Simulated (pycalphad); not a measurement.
# Phase fractions of Si-75.6Sn (at.%)

All values are pycalphad results on the COST 507 light-alloy database (1999) (1 atm), not direct measurements. The database dates from 1999; later assessments differ in places, in temperatures and in the compounds included. Amounts are mole fractions of atoms.

| T (K) | LIQUID | DIAMOND_A4 |
|---|---|---|
| 1550 | 1.000 | - |
| 1450 | 0.848 | 0.152 |
| 1350 | 0.798 | 0.202 |
| 1250 | 0.776 | 0.224 |
| 1150 | 0.766 | 0.234 |
| 1050 | 0.760 | 0.240 |
| 950 | 0.758 | 0.242 |
| 850 | 0.757 | 0.243 |
| 750 | 0.756 | 0.244 |
| 650 | 0.756 | 0.244 |
| 550 | 0.756 | 0.244 |

DIAMOND_A4 is diamond (Si).
